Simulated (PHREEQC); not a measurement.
Make-up at 25 °C: 0.12 mol/kgw HF and 0.054 mol/kgw Na2HPO4. Closed to the air; pH follows from the charge balance.

Equilibrium calculation in PHREEQC: ion-association model, phreeqc.dat.

### Question
The ionic strength comes out as 0.107 mol/kgw. What activity coefficients do HPO4-2, H2PO4-, Na+, HF2-, H+ get?

### Answer
HPO4-2 0.37, H2PO4- 0.78, Na+ 0.78, HF2- 0.78, H+ 0.82.

No solid was allowed to form.
